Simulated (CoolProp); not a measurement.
Vapour-liquid equilibrium of R245fa (1) + isopentane (2) at 9.32 bar; x and y are mole fractions of (1).

Model: multi-fluid Helmholtz-energy mixture model, Akasaka 2015 and Lemmon 2006; pair parameters Bell 2016, in CoolProp.

```tsv
x	bubble temperature (K)	y at the bubble point	dew temperature at overall composition x (K)	liquid density (mol/L)
0.05	378.3	0.149	383.1	7.200
0.15	368.2	0.352	378.3	7.386
0.25	361.9	0.475	373.3	7.514
0.35	358.1	0.554	368.3	7.612
0.45	355.8	0.608	363.1	7.704
0.55	354.6	0.650	358.2	7.806
0.65	353.9	0.689	354.6	7.933
0.75	353.8	0.732	354.0	8.093
0.85	354.6	0.794	355.8	8.281
0.95	357.2	0.906	358.5	8.472
```

y crosses x between x = 0.65 and 0.75: the model has an azeotrope there.

Pair parameters are fitted to limited data, so mixtures are less certain than the pure fluids.
